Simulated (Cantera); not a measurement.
**Equilibrium for silicon oxide and oxynitride deposition: SiH4 + N2O + N2**

Input: 1 mol SiH4, 8.6 mol N2O, 2 mol N2, equilibrated at 0.133 bar.

Method: chemical equilibrium by Gibbs-energy minimisation in Cantera with the NASA 1993 tables (ideal gas, pure condensed phases). Candidate condensed phases: H2O, Si, SiO2, Si2N2O, Si3N4; 35 gas species. The tables hold silica as quartz up to 1696 K and as liquid above; real silica turns to tridymite and cristobalite and melts near 1996 K. Gases not in the tables: Si(OH)4. Rates play no part.

```json
[
 {"T (K)": "950", "x N2": "0.711", "x O2": "0.154", "x H2O": "0.134", "x NO": "1.43e-5", "x OH": "7.30e-8", "n SiO2(β-quartz)": "1.00", "n SiO2(condensed)": "0", "n SiO2(l)": "0"},
 {"T (K)": "1050", "x N2": "0.711", "x O2": "0.154", "x H2O": "0.134", "x NO": "4.30e-5", "x OH": "5.18e-7", "n SiO2(β-quartz)": "1.00", "n SiO2(condensed)": "0", "n SiO2(l)": "0"},
 {"T (K)": "1150", "x N2": "0.711", "x O2": "0.154", "x H2O": "0.134", "x NO": "0.000107", "x OH": "2.61e-6", "n SiO2(β-quartz)": "1.00", "n SiO2(condensed)": "0", "n SiO2(l)": "0"},
 {"T (K)": "1250", "x N2": "0.711", "x O2": "0.154", "x H2O": "0.134", "x NO": "0.000230", "x OH": "1.02e-5", "n SiO2(β-quartz)": "1.00", "n SiO2(condensed)": "0", "n SiO2(l)": "0"},
 {"T (K)": "1350", "x N2": "0.711", "x O2": "0.154", "x H2O": "0.134", "x NO": "0.000441", "x OH": "3.25e-5", "n SiO2(β-quartz)": "1.00", "n SiO2(condensed)": "0", "n SiO2(l)": "0"},
 {"T (K)": "1450", "x N2": "0.711", "x O2": "0.154", "x H2O": "0.134", "x NO": "0.000773", "x OH": "8.85e-5", "n SiO2(β-quartz)": "1.00", "n SiO2(condensed)": "0", "n SiO2(l)": "0"},
 {"T (K)": "1550", "x N2": "0.711", "x O2": "0.154", "x H2O": "0.134", "x NO": "0.00126", "x OH": "0.000211", "n SiO2(β-quartz)": "1.00", "n SiO2(condensed)": "0", "n SiO2(l)": "0"},
 {"T (K)": "1650", "x N2": "0.710", "x O2": "0.153", "x H2O": "0.134", "x NO": "0.00193", "x OH": "0.000454", "n SiO2(β-quartz)": "1.00", "n SiO2(condensed)": "0", "n SiO2(l)": "0"},
 {"T (K)": "1750", "x N2": "0.710", "x O2": "0.153", "x H2O": "0.134", "x NO": "0.00282", "x OH": "0.000893", "n SiO2(β-quartz)": "0", "n SiO2(condensed)": "1.00", "n SiO2(l)": "0"},
 {"T (K)": "1850", "x N2": "0.709", "x O2": "0.152", "x H2O": "0.133", "x NO": "0.00395", "x OH": "0.00163", "n SiO2(β-quartz)": "0", "n SiO2(condensed)": "1.000", "n SiO2(l)": "0"},
 {"T (K)": "1950", "x N2": "0.708", "x O2": "0.151", "x H2O": "0.132", "x NO": "0.00534", "x OH": "0.00279", "n SiO2(β-quartz)": "0", "n SiO2(condensed)": "1.000", "n SiO2(l)": "0"},
 {"T (K)": "2050", "x N2": "0.707", "x O2": "0.149", "x H2O": "0.131", "x NO": "0.00699", "x OH": "0.00452", "n SiO2(β-quartz)": "0", "n SiO2(condensed)": "0", "n SiO2(l)": "1.000"}
]
```
x: gas mole fraction; n: condensed amount in mol.

From 950 K to 1650 K the condensed part is SiO2(β-quartz). From 1750 K to 1950 K the condensed part is SiO2(condensed). At 2050 K the condensed part is SiO2(l).
